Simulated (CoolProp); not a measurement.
Vapour-liquid equilibrium of cyclohexane (1) + n-heptane (2) at 72.75 °C; x and y are mole fractions of (1).

The numbers come from the multi-fluid Helmholtz-energy mixture model, Zhou 2014 and Span 2003; pair parameters Bell 2016 in CoolProp.

```csv
x,bubble pressure (bar),y at the bubble point,dew pressure at overall composition x (bar),liquid density (mol/L)
0.05,0.4648,0.087,0.4568,___
0.2,0.5201,0.310,0.4914,6.725
0.35,___,0.489,0.5315,___
0.5,0.6271,___,0.5780,7.341
0.65,0.6783,0.762,0.6322,7.691
0.8,___,0.871,___,8.074
0.95,0.7764,0.969,0.7667,8.495
```

### Question
Some entries are withheld; supply them.

### Answer

- 0.05, liquid density (mol/L): 6.453
- 0.35, bubble pressure (bar): 0.5744
- 0.35, liquid density (mol/L): 7.020
- 0.5, y at the bubble point: 0.637
- 0.8, bubble pressure (bar): 0.7279
- 0.8, dew pressure at overall composition x (bar): 0.6951

No azeotrope shows between x = 0.05 and 0.95.

The pair parameters rest on a limited set of measurements; away from them the model extrapolates.
